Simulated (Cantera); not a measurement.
Feed: 1 mol Si, 0.53 mol Cl2, 11 mol H2, at 1673 K and 0.510 bar.

Equilibrium computed with Cantera from the NASA thermochemical tables; the gas is ideal and each condensed phase is pure. Candidate condensed phases: Si; 19 gas species. The tables' values for SiCl3 are old estimates; treat these amounts as uncertain. Gases not in the tables: Si2H6 and higher silanes. The numbers say what is thermodynamically allowed, not how fast it happens.

Base state: H2 0.924, HCl 0.0607, SiCl2 0.0144, SiCl3 0.000597, H 0.000153, SiHCl3 0.000141, SiH2Cl2 6.66e-5, SiCl4 5.18e-5 (mole fractions); condensed: Si(s).

What changes in the equilibrium state with this change: Cl2 from 0.53 to 0.74 mol?


```json
[
 {"species": "H2", "before": "0.924", "after": "0.900"},
 {"species": "HCl", "before": "0.0607", "after": "0.0754"},
 {"species": "SiCl2", "before": "0.0144", "after": "0.0228"},
 {"species": "SiCl4", "before": "5.18e-5", "after": "0.000130"},
 {"species": "SiCl3", "before": "0.000597", "after": "0.00119"},
 {"species": "SiHCl3", "before": "0.000141", "after": "0.000279"},
 {"species": "SiH2Cl2", "before": "6.66e-5", "after": "0.000103"},
 {"species": "SiH3Cl", "before": "9.49e-6", "after": "1.15e-5"},
 {"species": "Si(s), mol", "before": "0.824", "after": "0.712"}
]
```
